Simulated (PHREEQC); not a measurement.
Nickel, zinc or cadmium bath

Solution (25 °C): 0.37 mol/kgw NiSO4, 0.015 mol/kgw NaCl and 0.0042 mol/kgw H2SO4. Closed to the air; pH follows from the charge balance.

All values are PHREEQC results (ion-association model, wateq4f.dat), not measurements.

Precipitation was switched off in this run.

**Question.** Estimate the pH.

**Answer.** pH 2.81.

**Question.** In which forms is Ni present?

**Answer.** NiSO4 58 %, Ni+2 41 % of the Ni.

Species that the database lacks are ignored.
